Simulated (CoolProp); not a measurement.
CH3F (R41) at 355.27 K and 0.633 MPa is throttled through a valve to 0.217 MPa with no heat exchange. Each further row changes one setting.

The numbers come from the reference Helmholtz-energy equation of state, Lemmon 2006 in CoolProp. It is a short technical equation, of lower accuracy than the large ones.

| case | temperature change (K) | final density (kg/m³) |
|---|---|---|
| as stated | -4.6 | 2.56 |
| outlet pressure 0.0651 MPa | -6.4 | 0.766 |
| outlet pressure 0.282 MPa | -3.9 | 3.33 |
